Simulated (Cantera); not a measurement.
A Cantera script and its output.

```python
import numpy as np
import cantera as ct

gas = ct.Solution("gri30.yaml")
gas.TPX = 998, 1000000, {'C3H8': 1, 'O2': 15.6, 'N2': 58.8, 'H2': 1.6}
reactor = ct.IdealGasReactor(gas, energy="on", clone=False)
net = ct.ReactorNet([reactor])
net.rtol, net.atol = 1e-08, 1e-16
show = ['C3H8', 'O2', 'C2H6', 'NO', 'CO']
times = np.geomspace(3e-06, 8, 11)

steps = ct.SolutionArray(gas, extra=["t"])
rows = []
print(f"{'t/s':>10s}{'T/K':>9s}{'P/Pa':>11s}" + "".join(f"{s:>11s}" for s in show))
for t in times:
    while net.time < t:
        t_next = net.step()
        steps.append(gas.state, t=t_next)
    rows.append([np.interp(t, steps.t, y) for y in (steps.T, steps.P, *steps(*show).X.T)])
    print(f"{t:10.3e}{rows[-1][0]:9.1f}{rows[-1][1]:11.4g}" + "".join(f"{x:11.3e}" for x in rows[-1][2:]))
rate = np.gradient(steps.T, steps.t)
print("integrator steps:", len(steps.t))
if steps.T.max() > steps.T[0] + 200:
    print(f"time of steepest temperature rise: {steps.t[rate.argmax()]:.4e} s")
gas.TPX = 998, 1000000, {'C3H8': 1, 'O2': 15.6, 'N2': 58.8, 'H2': 1.6}
gas.equilibrate("UV")
print(f"equilibrium (UV): T = {gas.T:.1f} K  " + "  ".join(f"{s} {gas[s].X[0]:.3e}" for s in show))
```

It prints:

```
       t/s      T/K       P/Pa       C3H8         O2       C2H6         NO         CO
 3.000e-06    998.0      1e+06  1.299e-02  2.026e-01  4.774e-13  7.660e-25  6.462e-18
 1.317e-05    998.0      1e+06  1.299e-02  2.026e-01  2.322e-12  6.943e-24  5.415e-16
 5.785e-05    998.0      1e+06  1.299e-02  2.026e-01  1.133e-11  1.015e-22  3.896e-14
 2.540e-04    998.0      1e+06  1.299e-02  2.026e-01  7.030e-11  1.540e-21  2.123e-12
 1.116e-03    998.0      1e+06  1.299e-02  2.026e-01  1.461e-09  6.272e-20  1.836e-10
 4.899e-03    999.0  1.001e+06  1.283e-02  2.024e-01  2.529e-06  1.532e-16  2.496e-06
 2.151e-02   2097.9  2.108e+06 -1.103e-54  1.264e-01 -6.009e-39  4.094e-04  6.887e-05
 9.447e-02   2091.2  2.102e+06  3.337e-60  1.252e-01  1.466e-41  2.709e-03  6.585e-05
 4.149e-01   2080.1   2.09e+06  1.756e-60  1.233e-01  9.387e-42  6.510e-03  6.110e-05
 1.822e+00   2078.4  2.089e+06  1.581e-60  1.230e-01  8.758e-42  7.102e-03  6.038e-05
 8.000e+00   2078.4  2.089e+06  1.582e-60  1.230e-01  8.757e-42  7.102e-03  6.038e-05
integrator steps: 2463
time of steepest temperature rise: 1.0719e-02 s
equilibrium (UV): T = 2078.4 K  C3H8 2.998e-60  O2 1.230e-01  C2H6 1.317e-41  NO 7.102e-03  CO 6.038e-05
```

Cantera simulation using GRI-Mech 3.0 (53 species, 325 reactions); the numbers are that mechanism's predictions, not measurements. GRI-Mech 3.0 was tuned for natural gas; its chemistry of propane as a main component is partial and can be far from experiment. Below about 1000 K GRI-Mech 3.0 lacks low-temperature oxidation paths.
